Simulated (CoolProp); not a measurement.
Computed with CoolProp (reference Helmholtz-energy equation of state, Lemmon 2005).

Task: For R125, give the phase and the Z, isothermal compressibility (1/MPa) at 223.2 K and 207 bar; 243 K and 207 bar.

Result: 
- 223.2 K and 207 bar: liquid; Z 0.849, isothermal compressibility 0.00146
- 243 K and 207 bar: liquid; Z 0.811, isothermal compressibility 0.00183
